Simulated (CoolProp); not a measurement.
Dry air along the isobar 787 kPa: density (kg/m³) from the reference equation and from simpler models built on Tc = 132.5 K, pc = 3786 kPa, ω = 0.034; each cubic takes its own stable root.

Computed with CoolProp (reference Helmholtz-energy equation of state, Lemmon 2000). It is a pseudo-pure fit of the blend.

```tsv
T (K)	phase	reference	ideal gas	Redlich-Kwong	Soave-Redlich-Kwong
122	gas	24.87	22.47	24.87	24.87
132.2	gas	22.40	20.74	22.42	22.42
142.3	gas	[?]	19.27	20.49	20.48
152.5	gas	[?]	17.98	18.88	18.87
162.7	gas	17.51	16.85	17.54	[?]
172.9	gas	16.36	15.86	16.38	16.36
183	gas	15.37	[?]	[?]	15.37
193.2	gas	14.49	14.19	14.51	14.49
203.4	gas	13.72	13.48	13.73	13.71
213.6	gas	13.02	12.84	13.04	13.01
223.8	gas	12.40	12.25	12.41	12.39
233.9	gas	11.84	11.72	11.85	11.83
244.1	gas	11.32	11.23	11.34	11.31
```

Question: Complete the blanks.

Answer: 
- 142.3, reference: 20.46
- 152.5, reference: 18.86
- 162.7, Soave-Redlich-Kwong: 17.52
- 183, ideal gas: 14.98
- 183, Redlich-Kwong: 15.39
